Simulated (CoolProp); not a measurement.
R407C along the isobar 6030 kPa: density (kg/m³) from the reference equation and from simpler models built on Tc = 86.2 °C, pc = 4632 kPa, ω = 0.363; each cubic takes its own stable root.

Computed with CoolProp (reference Helmholtz-energy equation of state, Lemmon 2003). It is a pseudo-pure fit of the blend.

| T (°C) | phase | reference |
|---|---|---|
| 74.55 | liquid | 916.9 |
| 93.55 | supercritical | 693.6 |
| 112.55 | supercritical | 322.4 |
| 131.65 | supercritical | 243.1 |
| 150.65 | supercritical | 206.6 |
| 169.75 | supercritical | 183.4 |
| 188.75 | supercritical | 166.8 |
| 207.85 | supercritical | 154.0 |
| 226.85 | supercritical | 143.7 |

Question: How far does each simpler model (van der Waals, Peng-Robinson) lie from the reference over these 9 states: mean and median of the absolute difference, and the worst?

Answer: 
- van der Waals: mean 12.6 %, median 6.6 %, worst -35.8 % at 74.55 °C and 6030 kPa
- Peng-Robinson: mean 3.5 %, median 1.2 %, worst -13.5 % at 93.55 °C and 6030 kPa
